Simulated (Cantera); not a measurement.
## Hydrocarbon pyrolysis for carbon deposition

A perfectly stirred reactor is fed with C2H6 : N2 = 1 : 19 (molar parts), at 100000 Pa; it is held at 1375 K, and followed from long to short residence time.

Model: GRI-Mech 3.0 (53 species, 325 reactions), integrated in Cantera. GRI-Mech 3.0 stops at C3 and has no aromatics, soot or wall deposition, so with more carbon than oxygen in the feed, carbon stays in small species such as C2H2 where larger ones or solid carbon would form.

```csv
τ (s),x C2H6,x H2,x C2H4,x CH4,x CH3,x C2H2
3.3,8.63e-5,0.0669,0.00320,0.0149,1.14e-5,0.0356
0.95,0.000188,0.0687,0.00397,0.0130,1.58e-5,0.0356
0.27,0.000426,0.0687,0.00541,0.0117,2.28e-5,0.0346
0.079,0.00101,0.0658,0.00823,0.0112,3.45e-5,0.0316
0.023,0.00255,0.0585,0.0134,0.0110,5.54e-5,0.0253
0.0066,0.00690,0.0460,0.0201,0.00982,9.45e-5,0.0154
0.0019,0.0180,0.0292,0.0213,0.00647,0.000159,0.00555
0.00055,0.0347,0.0127,0.0120,0.00251,0.000219,0.000927
```
x: mole fraction; the columns are a selection and need not sum to one.
